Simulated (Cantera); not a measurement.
## Thermodynamics of chlorosilane synthesis and conversion, feed Si + HCl + H₂

A closed system holds: 1 mol Si, 3.9 mol HCl, 19 mol H₂, held at 53000 Pa.

These are equilibrium values from Cantera (NASA tables, ideal gas, pure condensed phases), not measurements of a reactor. Candidate condensed phases: Si; 19 gas species. The tables' values for SiCl₃ are old estimates; treat these amounts as uncertain. Equilibrium is a limit: real reactors are often held back by kinetics, nucleation or transport.

```json
[
 {"T (K)": "550", "log p H₂": "-0.30", "log p SiCl₄": "-1.66", "log p SiHCl₃": "-2.61", "log p HCl": "-4.47", "log p SiH₂Cl₂": "-4.94", "log p SiCl₃": "-8.81", "log p SiCl₂": "<-12"},
 {"T (K)": "600", "log p H₂": "-0.30", "log p SiCl₄": "-1.66", "log p SiHCl₃": "-2.60", "log p HCl": "-3.92", "log p SiH₂Cl₂": "-4.84", "log p SiCl₃": "-7.95", "log p SiCl₂": "-11.09"},
 {"T (K)": "650", "log p H₂": "-0.30", "log p SiCl₄": "-1.67", "log p SiHCl₃": "-2.57", "log p HCl": "-3.49", "log p SiH₂Cl₂": "-4.70", "log p SiCl₃": "-7.20", "log p SiCl₂": "-9.92"},
 {"T (K)": "700", "log p H₂": "-0.30", "log p SiCl₄": "-1.68", "log p SiHCl₃": "-2.51", "log p HCl": "-3.15", "log p SiH₂Cl₂": "-4.53", "log p SiCl₃": "-6.53", "log p SiCl₂": "-8.86"},
 {"T (K)": "750", "log p H₂": "-0.30", "log p SiCl₄": "-1.69", "log p SiHCl₃": "-2.44", "log p HCl": "-2.89", "log p SiH₂Cl₂": "-4.33", "log p SiCl₃": "-5.92", "log p SiCl₂": "-7.89"},
 {"T (K)": "800", "log p H₂": "-0.30", "log p SiCl₄": "-1.70", "log p SiHCl₃": "-2.36", "log p HCl": "-2.68", "log p SiH₂Cl₂": "-4.11", "log p SiCl₃": "-5.37", "log p SiCl₂": "-7.00"},
 {"T (K)": "850", "log p H₂": "-0.30", "log p SiCl₄": "-1.72", "log p SiHCl₃": "-2.29", "log p HCl": "-2.52", "log p SiH₂Cl₂": "-3.90", "log p SiCl₃": "-4.88", "log p SiCl₂": "-6.19"},
 {"T (K)": "900", "log p H₂": "-0.30", "log p SiCl₄": "-1.75", "log p SiHCl₃": "-2.21", "log p HCl": "-2.38", "log p SiH₂Cl₂": "-3.70", "log p SiCl₃": "-4.44", "log p SiCl₂": "-5.46"},
 {"T (K)": "950", "log p H₂": "-0.30", "log p SiCl₄": "-1.78", "log p SiHCl₃": "-2.15", "log p HCl": "-2.27", "log p SiH₂Cl₂": "-3.52", "log p SiCl₃": "-4.05", "log p SiCl₂": "-4.80"},
 {"T (K)": "1000", "log p H₂": "-0.30", "log p SiCl₄": "-1.81", "log p SiHCl₃": "-2.10", "log p HCl": "-2.17", "log p SiH₂Cl₂": "-3.35", "log p SiCl₃": "-3.71", "log p SiCl₂": "-4.22"},
 {"T (K)": "1050", "log p H₂": "-0.30", "log p SiCl₄": "-1.85", "log p SiHCl₃": "-2.06", "log p HCl": "-2.08", "log p SiH₂Cl₂": "-3.21", "log p SiCl₃": "-3.40", "log p SiCl₂": "-3.70"}
]
```
log p: log10 of the partial pressure in bar; nothing condenses.

From 550 K to 1050 K nothing is condensed. The main Si-bearing gas is SiCl₄ throughout.
